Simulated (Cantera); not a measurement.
A closed system holds: 1 mol MgCO3, 0.79 mol SO3, 0.044 mol CO2, equilibrated at 13.3 mbar.

Cantera equilibrium calculation (NASA polynomials, part measured and part estimated; ideal gas, pure solids and liquids). Candidate condensed phases: C, Mg, MgCO3, MgO, MgS, MgSO4, S; 26 gas species. Mutual solubility and eutectic melting of coexisting phases are not modelled. Equilibrium is a limit: real reactors are often held back by kinetics, nucleation or transport.

x: gas mole fraction; n: condensed amount in mol.

```tsv
T (K)	x CO2	x SO2	x O2	x SO3	x CO	x O	x SO	n MgO(s)	n MgSO4(s)
825	1.000	3.06e-5	1.53e-5	3.05e-7	9.87e-11	<1e-12	<1e-12	0.210	0.790
875	1.000	0.000252	0.000126	3.16e-6	3.64e-10	<1e-12	<1e-12	0.210	0.790
925	0.998	0.00164	0.000818	2.53e-5	1.17e-9	[?]	<1e-12	0.212	0.788
975	0.987	0.00872	0.00436	0.000162	3.30e-9	[?]	<1e-12	0.219	0.781
1025	0.940	0.0393	0.0196	0.000862	8.10e-9	[?]	1.13e-11	0.255	0.745
1075	0.767	0.153	0.0765	0.00389	1.56e-8	[?]	1.16e-10	0.424	0.576
1125	0.470	0.348	0.174	0.00823	2.59e-8	[?]	7.89e-10	1.00	0
1175	0.470	0.350	0.175	0.00534	9.30e-8	[?]	3.13e-9	1.00	0
1225	0.469	0.351	0.176	0.00359	3.01e-7	[?]	1.11e-8	1.00	0
1275	0.469	0.352	0.176	0.00248	8.88e-7	[?]	3.56e-8	1.00	0
1325	0.469	0.353	0.176	0.00177	2.42e-6	[?]	1.04e-7	1.00	0
```

Problem. Some entries are withheld; supply them.

Solution. 
- 925, x O: 3.32e-12
- 975, x O: 4.13e-11
- 1025, x O: 4.01e-10
- 1075, x O: 3.14e-9
- 1125, x O: 1.67e-8
- 1175, x O: 5.29e-8
- 1225, x O: 1.53e-7
- 1275, x O: 4.06e-7
- 1325, x O: 1.00e-6
